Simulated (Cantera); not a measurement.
A closed system holds: 1 mol SiHCl3, 2.4 mol N2, at 452 °C and 10.0 Pa.

Equilibrium computed with Cantera from the NASA thermochemical tables; the gas is ideal and each condensed phase is pure. Candidate condensed phases: NH4Cl, Si, Si3N4; 28 gas species. N2 is the only nitrogen source here; it is nearly inert below about 1500 K, so the nitride shown seldom forms there in practice. Kinetics and transport are ignored.

Base state: N2 0.595, HCl 0.212, SiCl4 0.159, H2 0.0352 (mole fractions); condensed: Si3N4(s).

Question: What changes in the equilibrium state with this change: pressure from 10.0 Pa to 40.0 mbar?

Answer: 
| species | before | after |
|---|---|---|
| N2 | 0.595 | 0.604 |
| SiCl4 | 0.159 | 0.170 |
| HCl | 0.212 | 0.168 |
| H2 | 0.0352 | 0.0576 |
| SiHCl3 | 8.13e-6 | 1.80e-5 |
| Si3N4(s), mol | 0.146 | 0.133 |
